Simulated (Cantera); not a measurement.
A perfectly stirred reactor is fed with C2H6 : N2 = 1 : 110 (molar parts), at 10.00 Torr; it is held at 1800 K, and followed from long to short residence time.

Cantera simulation using GRI-Mech 3.0 (53 species, 325 reactions); the numbers are that mechanism's predictions, not measurements. GRI-Mech 3.0 stops at C3 and has no aromatics, soot or wall deposition, so with more carbon than oxygen in the feed, carbon stays in small species such as C2H2 where larger ones or solid carbon would form. Radical loss at walls, strong at low pressure, is not modelled.

Problem. Predict: x(C2H6) at τ = 3.00 s; x(C2H2) at τ = 3.00 s; x(H) at τ = 3.00 s; x(CH2) at τ = 3.00 s; x(CH4) at τ = 3.00 s; x(C2H6) at τ = 38.0 ms; x(C2H2) at τ = 38.0 ms; x(H) at τ = 38.0 ms; x(CH2) at τ = 38.0 ms; x(CH4) at τ = 38.0 ms.

Solution. 
- x(C2H6) at τ = 3.00 s: 1.13e-6
- x(C2H2) at τ = 3.00 s: 0.00825
- x(H) at τ = 3.00 s: 0.000382
- x(CH2) at τ = 3.00 s: 2.26e-6
- x(CH4) at τ = 3.00 s: 0.000233
- x(C2H6) at τ = 38.0 ms: 7.69e-5
- x(C2H2) at τ = 38.0 ms: 0.00729
- x(H) at τ = 38.0 ms: 0.000592
- x(CH2) at τ = 38.0 ms: 1.71e-5
- x(CH4) at τ = 38.0 ms: 0.00106
